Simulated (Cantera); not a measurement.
Charge: 1 mol Si₃H₈, 3.1 mol HCl, 45 mol N₂, held at 627 °C and 170 Pa.

Cantera equilibrium calculation (NASA polynomials, part measured and part estimated; ideal gas, pure solids and liquids). Candidate condensed phases: NH₄Cl, Si, Si₃N₄; 28 gas species. The feed counts by its element totals alone. N₂ is the only nitrogen source here; it is nearly inert below about 1500 K, so the nitride shown seldom forms there in practice. Rates play no part.

Base state: N₂ 0.858, H₂ 0.0801, HCl 0.0613, SiCl₄ 0.000137 (mole fractions); condensed: Si₃N₄(s).

What changes in the equilibrium state with this change: Si₃H₈ replaced by SiH₄?


```
species          before     after
-------------  --------  --------
N₂                0.858     0.897
HCl              0.0613    0.0608
H₂               0.0801    0.0414
SiCl₄          0.000137  0.000482
Si₃N₄(s), mol     0.998     0.325
```
